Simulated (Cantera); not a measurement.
A closed system holds: 1 mol B₂O₃, 4.6 mol BCl₃, 2.4 mol O₂, held at 1223.15 K and 0.770 bar.

Equilibrium computed with Cantera from the NASA thermochemical tables; the gas is ideal and each condensed phase is pure. Candidate condensed phases: B, B₂O₃; 18 gas species. The tables' values for BOCl are old estimates; treat these amounts as uncertain. Equilibrium is a limit: real reactors are often held back by kinetics, nucleation or transport.

Base state: Cl₂ 0.769, BCl₃ 0.175, B₃O₃Cl₃ 0.0498, Cl 0.00599, BOCl 3.53e-5 (mole fractions); condensed: B₂O₃(l).

Q: What changes in the equilibrium state with this change: BCl₃ from 4.6 to 3.6 mol?

A: 
```csv
species,before,after
Cl₂,0.769,0.917
BCl₃,0.175,0.0597
B₃O₃Cl₃,0.0498,0.0170
BOCl,3.53e-5,2.47e-5
Cl,0.00599,0.00654
"B₂O₃(l), mol",2.29,2.51
```
